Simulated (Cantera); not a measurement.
A perfectly stirred reactor is fed with 0.578 % CH4, 99.4 % N2, at 0.750 Torr; it is held at 1823 K, and followed from long to short residence time.

Cantera simulation using GRI-Mech 3.0 (53 species, 325 reactions); the numbers are that mechanism's predictions, not measurements. GRI-Mech 3.0 stops at C3 and has no aromatics, soot or wall deposition, so with more carbon than oxygen in the feed, carbon stays in small species such as C2H2 where larger ones or solid carbon would form. Radical loss at walls, strong at low pressure, is not modelled.

x: mole fraction; the columns are a selection and need not sum to one.

```json
[
 {"τ (s)": "0.46", "x CH4": "0.00520", "x C2H4": "…", "x H2": "0.000576", "x HCN": "8.19e-8", "x C2H2": "0.000119"},
 {"τ (s)": "0.27", "x CH4": "0.00552", "x C2H4": "…", "x H2": "0.000200", "x HCN": "1.40e-8", "x C2H2": "2.62e-5"},
 {"τ (s)": "0.16", "x CH4": "0.00566", "x C2H4": "…", "x H2": "7.76e-5", "x HCN": "2.80e-9", "x C2H2": "4.58e-6"},
 {"τ (s)": "0.095", "x CH4": "0.00572", "x C2H4": "…", "x H2": "3.66e-5", "x HCN": "6.47e-10", "x C2H2": "7.04e-7"},
 {"τ (s)": "0.056", "x CH4": "0.00575", "x C2H4": "…", "x H2": "1.92e-5", "x HCN": "1.51e-10", "x C2H2": "9.60e-8"},
 {"τ (s)": "0.033", "x CH4": "0.00576", "x C2H4": "…", "x H2": "1.05e-5", "x HCN": "3.54e-11", "x C2H2": "1.22e-8"},
 {"τ (s)": "0.020", "x CH4": "0.00577", "x C2H4": "…", "x H2": "5.89e-6", "x HCN": "9.45e-12", "x C2H2": "1.62e-9"},
 {"τ (s)": "0.012", "x CH4": "0.00578", "x C2H4": "…", "x H2": "3.17e-6", "x HCN": "2.61e-12", "x C2H2": "1.97e-10"},
 {"τ (s)": "0.0068", "x CH4": "0.00578", "x C2H4": "5.10e-10", "x H2": "1.50e-6", "x HCN": "<1e-12", "x C2H2": "1.78e-11"},
 {"τ (s)": "0.0040", "x CH4": "0.00578", "x C2H4": "8.82e-11", "x H2": "6.98e-7", "x HCN": "<1e-12", "x C2H2": "1.81e-12"}
]
```

Q: Complete the blanks.

A: 
- 0.46, x C2H4: 4.71e-5
- 0.27, x C2H4: 1.82e-5
- 0.16, x C2H4: 5.46e-6
- 0.095, x C2H4: 1.42e-6
- 0.056, x C2H4: 3.30e-7
- 0.033, x C2H4: 7.12e-8
- 0.020, x C2H4: 1.57e-8
- 0.012, x C2H4: 3.19e-9
